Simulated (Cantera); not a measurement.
# Chlorosilane synthesis and conversion: SiCl4 + Cl2 + H2

Input: 1 mol SiCl4, 1.8 mol Cl2, 15 mol H2, at 195 Torr.

Equilibrium computed with Cantera from the NASA thermochemical tables; the gas is ideal and each condensed phase is pure. Candidate condensed phases: Si; 19 gas species. The tables' values for SiCl3 are old estimates; treat these amounts as uncertain. Kinetics and transport are ignored.

From 1173 K to 1348 K nothing is condensed. The main Si-bearing gas is SiCl4 throughout.

```csv
T (K),x H2,x HCl,x SiCl4,x SiCl3
1173,0.736,0.208,0.0506,0.00110
1198,0.735,0.209,0.0494,0.00155
1223,0.733,0.211,0.0480,0.00212
1248,0.731,0.213,0.0462,0.00284
1273,0.729,0.215,0.0441,0.00371
1298,0.725,0.219,0.0416,0.00471
1323,0.722,0.223,0.0387,0.00580
1348,0.717,0.227,0.0354,0.00692
```
x: gas mole fraction; nothing condenses.
